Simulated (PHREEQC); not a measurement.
A column of 0.2 m (30 cells, dispersivity 0.016 m, 300 s a shift, diffusion coefficient 3e-10 m²/s) holds 0.00051 eq of the database's cation exchanger X per kg of pore water, first in equilibrium with 0.00035 mol/kgw CaCl2, 0.05 mol/kgw ZnCl2 and 1e-05 mol/kgw HCl. It is flushed with 0.00015 mol/kgw PbCl2, 0.00063 mol/kgw CaCl2 and 1e-05 mol/kgw HCl, at 25 °C. Values are for the last cell. No CO2 enters from the air. Precipitation was switched off in this run.

Model: ion-association model, phreeqc.dat, run in PHREEQC.

| pore volumes | Pb in solution (mol/kgw) | Zn in solution (mol/kgw) | Cl in solution (mol/kgw) | Ca in solution (mol/kgw) | CaX2 on the exchanger (mol/kgw) |
|---|---|---|---|---|---|
| 0 | 0 | 0.0500 | 0.101 | 0.000350 | 1.93e-6 |
| 0.2167 | ? | 0.0500 | 0.101 | 0.000350 | 1.93e-6 |
| 0.3167 | 2.02e-7 | 0.0499 | 0.101 | 0.000350 | 1.94e-6 |
| 0.4167 | 2.21e-6 | 0.0492 | ? | 0.000354 | ? |
| 0.6167 | 2.02e-5 | 0.0429 | ? | 0.000386 | 2.46e-6 |
| 0.8167 | 5.20e-5 | 0.0315 | 0.0641 | 0.000442 | 3.75e-6 |
| 0.9167 | 6.76e-5 | 0.0257 | 0.0525 | 0.000469 | 4.82e-6 |
| 1.017 | 8.10e-5 | 0.0204 | 0.0420 | 0.000492 | 6.26e-6 |
| 1.217 | 9.91e-5 | 0.0122 | 0.0256 | ? | 1.07e-5 |
| 1.417 | 0.000107 | 0.00692 | 0.0151 | 0.000529 | 1.82e-5 |
| 1.517 | 0.000107 | 0.00516 | 0.0116 | 0.000528 | 2.34e-5 |
| 1.617 | 0.000107 | 0.00384 | 0.00895 | 0.000524 | 3.00e-5 |
| 1.817 | 0.000105 | 0.00212 | 0.00550 | 0.000516 | 4.73e-5 |
| 2.017 | 0.000104 | 0.00119 | 0.00363 | 0.000512 | 7.00e-5 |
| 2.117 | 0.000104 | 0.000905 | 0.00305 | 0.000513 | 8.27e-5 |
| 2.217 | 0.000105 | 0.000692 | 0.00264 | ? | 9.57e-5 |
| 2.417 | 0.000110 | 0.000414 | 0.00212 | 0.000531 | 0.000120 |
| 2.617 | 0.000117 | 0.000253 | 0.00185 | 0.000551 | 0.000141 |
| 2.717 | 0.000120 | 0.000198 | 0.00177 | ? | 0.000149 |
| 2.817 | 0.000124 | 0.000156 | 0.00171 | 0.000572 | 0.000156 |
| 3.017 | 0.000131 | 9.63e-5 | 0.00164 | 0.000589 | 0.000166 |

Problem. Complete the blanks.

Solution. 
- 0.2167, Pb in solution (mol/kgw): 1.16e-9
- 0.4167, Cl in solution (mol/kgw): 0.0992
- 0.4167, CaX2 on the exchanger (mol/kgw): 1.98e-6
- 0.6167, Cl in solution (mol/kgw): 0.0867
- 1.217, Ca in solution (mol/kgw): 0.000521
- 2.217, Ca in solution (mol/kgw): 0.000517
- 2.717, Ca in solution (mol/kgw): 0.000562
